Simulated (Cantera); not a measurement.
A perfectly stirred reactor is fed with C2H6 : N2 = 1 : 7.7 (molar parts), at 0.0132 atm; it is held at 1773 K, and followed from long to short residence time.

Cantera simulation using GRI-Mech 3.0 (53 species, 325 reactions); the numbers are that mechanism's predictions, not measurements. GRI-Mech 3.0 stops at C3 and has no aromatics, soot or wall deposition, so with more carbon than oxygen in the feed, carbon stays in small species such as C2H2 where larger ones or solid carbon would form. Radical loss at walls, strong at low pressure, is not modelled.

Problem. What does this change do: 0.28 parts H2O added?

Solution. 
| quantity | before | after |
|---|---|---|
| x(C2H6) at τ = 13.0 s | 2.10e-6 | 2.00e-6 |
| x(HCN) at τ = 13.0 s | 0.000517 | 0.000422 |
| x(C2H4) at τ = 13.0 s | 1.98e-5 | 2.03e-5 |
| x(CH4) at τ = 13.0 s | 0.00205 | 0.00244 |
| x(CH3) at τ = 13.0 s | 0.000258 | 0.000275 |
| x(C2H6) at τ = 41.0 ms | 0.000572 | 0.000529 |
| x(HCN) at τ = 41.0 ms | 3.12e-5 | 3.11e-5 |
| x(C2H4) at τ = 41.0 ms | 0.00271 | 0.00251 |
| x(CH4) at τ = 41.0 ms | 0.0220 | 0.0207 |
| x(CH3) at τ = 41.0 ms | 0.00452 | 0.00434 |

Problem. What does this change do: temperature 1773 to 1673 K?

Solution. 
| quantity | before | after |
|---|---|---|
| x(C2H6) at τ = 13.0 s | 2.10e-6 | 5.39e-6 |
| x(HCN) at τ = 13.0 s | 0.000517 | 0.000110 |
| x(C2H4) at τ = 13.0 s | 1.98e-5 | 4.76e-5 |
| x(CH4) at τ = 13.0 s | 0.00205 | 0.00386 |
| x(CH3) at τ = 13.0 s | 0.000258 | 0.000269 |
| x(C2H6) at τ = 41.0 ms | 0.000572 | 0.00128 |
| x(HCN) at τ = 41.0 ms | 3.12e-5 | 8.63e-6 |
| x(C2H4) at τ = 41.0 ms | 0.00271 | 0.00540 |
| x(CH4) at τ = 41.0 ms | 0.0220 | 0.0303 |
| x(CH3) at τ = 41.0 ms | 0.00452 | 0.00439 |
